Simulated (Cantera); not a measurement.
Feed: 1 mol FeS₂, 0.14 mol SO₂, 0.88 mol CO₂, held at 1500 °C and 7.10 bar.

Cantera equilibrium calculation (NASA polynomials, part measured and part estimated; ideal gas, pure solids and liquids). Candidate condensed phases: C, Fe, Fe(CO)₅, FeO, FeS, FeSO₄, FeS₂, Fe₂O₃, Fe₂(SO₄)₃, Fe₃O₄, S; 25 gas species. FeS: taken at fixed stoichiometry. Rates play no part.

Base state: CO₂ 0.382, S₂ 0.257, SO₂ 0.167, CO 0.166, S₂O 0.0115, COS 0.00928, SO 0.00685, S 0.000113 (mole fractions); condensed: FeS(l).

Q: What changes in the equilibrium state with this change: CO₂ from 0.88 to 0.091 mol?

A: 
```
species        before     after
-----------  --------  --------
S₂              0.257     0.646
SO₂             0.167     0.195
CO₂             0.382    0.0798
CO              0.166    0.0404
S₂O            0.0115    0.0247
COS           0.00928   0.00358
S            0.000113  0.000180
FeS(l), mol      1.00      1.00
```
